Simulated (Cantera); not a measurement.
A freely propagating, adiabatic, planar premixed flame of 50.2 % H2, 10.4 % O2, 39.3 % N2, equivalence ratio 2.4, unburnt at 500 K and 4.44 atm; multicomponent+Soret transport, grid criteria slope 0.08 and curve 0.16, no radiation.

Model: the H2/O2 subset of GRI-Mech 3.0, which has no nitrogen chemistry, integrated in Cantera. The hydrogen kinetics of GRI-Mech 3.0 are dated; newer H2 mechanisms differ, most at raised pressure. Burning velocities carry a grid error of a few per cent, more on coarse grids.

Predict: laminar burning velocity; thermal thickness; peak x(O); peak x(HO2); peak x(H2O2).


```json
{
  "laminar_burning_velocity": "579 cm/s",
  "thermal_thickness": "0.0620 mm",
  "peak x(O)": "0.00148",
  "peak x(HO2)": "0.000862",
  "peak x(H2O2)": "6.29e-5"
}
```
